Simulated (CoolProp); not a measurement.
A closed Brayton cycle with carbon dioxide: compressor inlet 333.15 K and 9.5 MPa, high pressure 29.8 MPa, turbine inlet 675 K, compressor efficiency 0.85, turbine efficiency 0.85, recuperator effectiveness 0.8 (on enthalpy, no pinch check). Each further row changes one setting.

The numbers come from the reference Helmholtz-energy equation of state, Span 1996 in CoolProp.

```csv
case,thermal efficiency (%),net work (kJ/kg),compressor to turbine work,compressor exit (K),turbine exit (K)
as stated,21.2,47.3,0.57,427.6,558.1
turbine inlet 625 K,18.0,36.4,0.63,427.6,512.0
compressor inlet 343.15 K,18.9,39.8,0.64,445.7,558.1
high pressure 25.3 MPa,21.1,44.4,0.54,413.7,574.5
recuperator effectiveness 0.5,17.6,47.3,0.57,427.6,558.1
```
